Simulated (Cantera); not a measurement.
Charge: 1 mol Al, 5.1 mol HBr, 8.4 mol N2, equilibrated at 240 Pa.

Cantera equilibrium calculation (NASA polynomials, part measured and part estimated; ideal gas, pure solids and liquids). Candidate condensed phases: Al, AlBr3, AlN, Br2; 19 gas species. Equilibrium is a limit: real reactors are often held back by kinetics, nucleation or transport.

log p: log10 of the partial pressure in bar; nothing condenses.

| T (K) | log p N2 | log p HBr | log p H2 | log p AlBr3 | log p Br | log p AlBr |
|---|---|---|---|---|---|---|
| 773 | -2.81 | -3.41 | -3.56 | -3.73 | -9.37 | <-14 |
| 848 | -2.81 | -3.41 | -3.56 | -3.73 | -8.47 | ___ |
| 923 | -2.81 | -3.41 | -3.56 | -3.73 | -7.71 | ___ |
| 998 | -2.81 | -3.41 | -3.56 | -3.73 | -7.06 | ___ |
| 1073 | -2.81 | -3.41 | -3.56 | -3.73 | -6.51 | ___ |
| 1148 | -2.81 | -3.41 | -3.56 | -3.73 | -6.02 | ___ |
| 1223 | -2.81 | -3.41 | -3.56 | -3.73 | -5.60 | ___ |
| 1298 | -2.81 | -3.42 | -3.55 | -3.73 | -5.23 | ___ |
| 1373 | -2.81 | -3.43 | -3.55 | -3.74 | -4.90 | ___ |
| 1448 | -2.81 | -3.44 | -3.55 | -3.74 | -4.61 | ___ |
| 1523 | -2.82 | -3.44 | -3.55 | -3.77 | -4.34 | ___ |

Problem. Complete the blanks.

Solution. 
- 848, log p AlBr: -14.30
- 923, log p AlBr: -12.57
- 998, log p AlBr: -11.10
- 1073, log p AlBr: -9.84
- 1148, log p AlBr: -8.75
- 1223, log p AlBr: -7.78
- 1298, log p AlBr: -6.93
- 1373, log p AlBr: -6.16
- 1448, log p AlBr: -5.48
- 1523, log p AlBr: -4.89
